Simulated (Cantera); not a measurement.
Cantera with NASA thermochemical tables; ideal gases at 1 bar, condensed phases pure. Values are per mole of reaction as written; species without (g) are pure solids or liquids, kept so even where they would boil at 1 bar. The tables' values for BOCl are old estimates.

3 O(g) + 2 BCl₃(g) → 3 Cl₂(g) + B₂O₃(g)

```json
[
 {"T (K)": "300", "ΔH° (kJ)": "___", "ΔS° (J/K)": "___", "ΔG° (kJ)": "___", "log10 K": "___"},
 {"T (K)": "1600", "ΔH° (kJ)": "-797.8", "ΔS° (J/K)": "-139.3", "ΔG° (kJ)": "-575.0", "log10 K": "18.77"},
 {"T (K)": "1800", "ΔH° (kJ)": "-799.7", "ΔS° (J/K)": "-140.4", "ΔG° (kJ)": "-547.0", "log10 K": "15.87"},
 {"T (K)": "2000", "ΔH° (kJ)": "-801.3", "ΔS° (J/K)": "-141.2", "ΔG° (kJ)": "-518.8", "log10 K": "13.55"},
 {"T (K)": "2200", "ΔH° (kJ)": "___", "ΔS° (J/K)": "___", "ΔG° (kJ)": "___", "log10 K": "___"},
 {"T (K)": "2400", "ΔH° (kJ)": "-803.5", "ΔS° (J/K)": "-142.3", "ΔG° (kJ)": "-462.1", "log10 K": "10.06"}
]
```

Problem. What belongs in the gaps?

Solution. 
- 300, ΔH° (kJ): -777.6
- 300, ΔS° (J/K): -110.6
- 300, ΔG° (kJ): -744.5
- 300, log10 K: 129.62
- 2200, ΔH° (kJ): -802.6
- 2200, ΔS° (J/K): -141.9
- 2200, ΔG° (kJ): -490.5
- 2200, log10 K: 11.65
